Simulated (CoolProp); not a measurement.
Values from CoolProp's reference Helmholtz-energy equation of state, Lemmon 2006. It is a short technical equation, of lower accuracy than the large ones.

**Question.** Give the vapour pressure (MPa), liquid density (kg/m³), vapour density (kg/m³), liquid cp (kJ/(kg K)) of saturated C2F6 (R116) at 208, 237.7 K.

**Answer.** 
```
T (K)  p (MPa)  liquid density (kg/m³)  vapour density (kg/m³)  liquid cp (kJ/(kg K))
-----  -------  ----------------------  ----------------------  ---------------------
208      0.193                    1550                    16.6                  0.977
237.7    0.634                    1390                    53.0                   1.09
```
